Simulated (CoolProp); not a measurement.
Vapour-liquid equilibrium of CHF3 (R23) (1) + propylene (2) at -100.95 °C; x and y are mole fractions of (1).

Computed with CoolProp (multi-fluid Helmholtz-energy mixture model, Penoncello 2003 and Lemmon 2013; pair parameters Bell 2016).

| x | bubble pressure, mixture model (MPa) | bubble pressure, Raoult's law (MPa) | y, mixture model | y, Raoult's law |
|---|---|---|---|---|
| 0.05 | 0.01074 | 0.004992 | 0.669 | 0.295 |
| 0.125 | 0.01825 | 0.006923 | 0.816 | 0.532 |
| 0.2 | 0.02299 | 0.008853 | 0.861 | 0.665 |
| 0.275 | 0.02579 | 0.01078 | 0.881 | 0.751 |
| 0.35 | 0.02729 | 0.01271 | 0.891 | 0.811 |
| 0.425 | 0.02799 | 0.01465 | 0.895 | 0.855 |
| 0.5 | 0.02824 | 0.01658 | 0.897 | 0.888 |
| 0.575 | 0.02828 | 0.01851 | 0.898 | 0.915 |
| 0.65 | 0.02831 | 0.02044 | 0.898 | 0.937 |
| 0.725 | 0.02844 | 0.02237 | 0.900 | 0.954 |
| 0.8 | 0.02871 | 0.02430 | 0.906 | 0.970 |
| 0.875 | 0.02911 | 0.02623 | 0.921 | 0.982 |
| 0.95 | 0.02947 | 0.02816 | 0.956 | 0.993 |

The largest gap from Raoult's law is +163.6 % in bubble pressure, at x = 0.125. No azeotrope shows between x = 0.05 and 0.95.

The pair parameters rest on a limited set of measurements; away from them the model extrapolates. With so large a gap from Raoult's law the liquid may split in two, which this calculation doesn't test in full.
